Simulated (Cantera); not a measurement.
An isothermal, constant-pressure homogeneous reactor starts with CH4 : CO2 = 1 : 1.1 (molar parts), at 1725 K and 500000 Pa.

Model: GRI-Mech 3.0 (53 species, 325 reactions), integrated in Cantera.

One state of this run: x CH4 = 0.00355; x CO2 = 0.00691; x HCO = 1.05e-7; x C2H2 = 0.000456; x HO2 = <1e-12; x C2H = 3.52e-10. x: mole fraction; the columns are a selection and need not sum to one.

Which value of t (s) does it belong to?
A) 8.00
B) 2.13
C) 0.000752
D) 0.566

A, 8.00
